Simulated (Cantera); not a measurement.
An adiabatic, constant-volume homogeneous reactor starts with CO : H2 : CH4 : O2 : N2 : CO2 = 1 : 1.1 : 0.22 : 2.26 : 8.49 : 1.5 (molar parts), at 1400 K and 1.30 bar. Integrator tolerance rtol = 1e-08.

Detailed kinetics in Cantera: GRI-Mech 3.0 (53 species, 325 reactions).

Task: What does this change do: initial temperature 1400 to 1473 K?

Result: 
```tsv
quantity	before	after
time of steepest temperature rise	29.9 µs	22.6 µs
temperature at 3.00 s	2593 K	2618 K
equilibrium temperature	2593 K	2618 K
x(CO) at 3.00 s	0.0273 (gas-phase equilibrium 0.0273)	0.0306 (gas-phase equilibrium 0.0306)
x(H2) at 3.00 s	0.00256 (gas-phase equilibrium 0.00256)	0.00287 (gas-phase equilibrium 0.00287)
x(CH4) at 3.00 s	<1e-12 (gas-phase equilibrium <1e-12)	<1e-12 (gas-phase equilibrium <1e-12)
x(O) at 3.00 s	0.00367 (gas-phase equilibrium 0.00367)	0.00423 (gas-phase equilibrium 0.00423)
x(OH) at 3.00 s	0.0115 (gas-phase equilibrium 0.0115)	0.0125 (gas-phase equilibrium 0.0125)
x(C2H6) at 3.00 s	<1e-12 (gas-phase equilibrium <1e-12)	<1e-12 (gas-phase equilibrium <1e-12)
x(CO2) at 3.00 s	0.170 (gas-phase equilibrium 0.170)	0.166 (gas-phase equilibrium 0.166)
```
